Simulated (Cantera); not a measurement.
Feed: 1 mol HMDSO, 18 mol N₂O, 11 mol H₂, held at 51.0 Pa.

These are equilibrium values from Cantera (NASA tables, ideal gas, pure condensed phases), not measurements of a reactor. Candidate condensed phases: C, C₆H₆, C₇H₈, C₈H₁₈, H₂O, Si, SiC, SiO₂, Si₂N₂O, Si₃N₄; 151 gas species. The feed counts by its element totals alone. The tables hold silica as quartz up to 1696 K and as liquid above; real silica turns to tridymite and cristobalite and melts near 1996 K. The numbers say what is thermodynamically allowed, not how fast it happens.

Over these rows the condensed part is SiO₂(β-quartz). Partial pressures as log10 of bar:

```tsv
T (K)	1000/T (1/K)	log p SiO	log p N₂	log p H₂	log p H₂O	log p CO
1275	0.7843	-11.88	-3.68	-3.84	-4.07	-4.29
1350	0.7407	-10.65	-3.68	-3.84	-4.06	-4.28
1425	0.7018	?	-3.68	-3.85	-4.05	-4.26
1500	0.6667	-8.57	-3.68	-3.85	-4.04	-4.25
1575	0.6349	-7.69	-3.68	-3.85	-4.04	-4.25
1650	0.6061	-6.88	-3.68	-3.86	-4.03	-4.24
```

Q: Fit log p(SiO) = a + b·(1000/T) to the five rows, give the apparent enthalpy, and predict the row at 1425 K.

A: Means: 1000/T = 0.6865, log p = -9.134. Sxy = -0.617625, Sxx = 0.0220212, so b = -28.05 and a = -9.134 − (-28.05)×0.6865 = 10.12.
Apparent enthalpy: −19.145 × (-28.05) = 537 kJ/mol. With the condensed phases at unit activity, SiO₂(β-quartz) + H₂(g) = SiO(g) + H₂O(g) links this pressure to the main gases: over the six rows their terms move log p by -0.06 in all, so the slope is close to that reaction's ΔH°. The five rows lie within 0.01 of the line.
Prediction at 1425 K: 10.12 + (-28.05)×0.7018 = -9.57. The computed value is -9.56, 0.01 from the line.
